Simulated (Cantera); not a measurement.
A perfectly stirred reactor is fed with N2O : H2 : N2 = 1 : 0.0091 : 5.3 (molar parts), at 0.220 bar; it is held at 1448 K, and followed from long to short residence time.

Model: GRI-Mech 3.0 (53 species, 325 reactions), integrated in Cantera. GRI-Mech 3.0 was tuned for natural gas; its chemistry of N2O as a main component is partial and can be far from experiment. The temperature is held fixed by assumption; the heat of reaction is taken as removed at once.

```
quantity                before     after
---------------------  -------  --------
x(N2O) at τ = 13.0 s   0.00247    0.0467
x(H2) at τ = 13.0 s    6.46e-7   1.10e-5
x(N2) at τ = 13.0 s      0.917     0.891
x(HO2) at τ = 13.0 s   1.67e-8   5.67e-8
x(NO) at τ = 13.0 s     0.0154    0.0200
x(N2O) at τ = 85.0 ms   0.0987     0.155
x(H2) at τ = 85.0 ms   3.91e-5  0.000625
x(N2) at τ = 85.0 ms     0.867     0.842
x(HO2) at τ = 85.0 ms  2.63e-7   3.30e-6
x(NO) at τ = 85.0 ms    0.0106  0.000417
```

**Question.** Name the change that produced these shifts.
A. pressure from 0.220 bar to 0.420 bar
B. temperature 1448 to 1000 K
C. pressure from 0.220 bar to 1.01 bar
D. pressure from 0.220 bar to 0.00560 bar

**Answer.** D, pressure from 0.220 bar to 0.00560 bar
